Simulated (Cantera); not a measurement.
A perfectly stirred reactor is fed with 88.5 % NH3, 11.5 % N2, at 11000 Pa; it is held at 2248 K, and followed from long to short residence time.

Model: the gas-phase N/H chemistry of the illustrative SiF4/NH3 mechanism in the Surface Chemkin manual (1991), integrated in Cantera. Walls and surfaces, which speed up NH3 decomposition in real reactors, are not modelled.

x: mole fraction; the columns are a selection and need not sum to one.

```csv
τ (s),x NH3,x H,x N,x N2H2,x NH
0.79,0.0173,0.00318,6.35e-6,2.39e-7,2.65e-5
0.39,[?],[?],5.78e-6,[?],[?]
0.20,0.0764,0.00176,5.52e-6,1.08e-6,3.99e-5
0.098,0.145,0.00130,5.30e-6,2.20e-6,4.85e-5
0.049,0.250,0.000943,5.01e-6,4.15e-6,5.66e-5
0.025,0.385,0.000652,4.56e-6,7.11e-6,6.28e-5
0.012,0.546,0.000405,3.83e-6,1.14e-5,6.57e-5
0.0061,0.673,0.000245,2.92e-6,1.54e-5,6.38e-5
0.0031,[?],[?],[?],[?],[?]
```

Q: Some entries are withheld; supply them.

A: 
- 0.39, x NH3: 0.0391
- 0.39, x H: 0.00231
- 0.39, x N2H2: 5.32e-7
- 0.39, x NH: 3.28e-5
- 0.0031, x NH3: 0.764
- 0.0031, x H: 0.000142
- 0.0031, x N: 1.92e-6
- 0.0031, x N2H2: 1.84e-5
- 0.0031, x NH: 5.81e-5
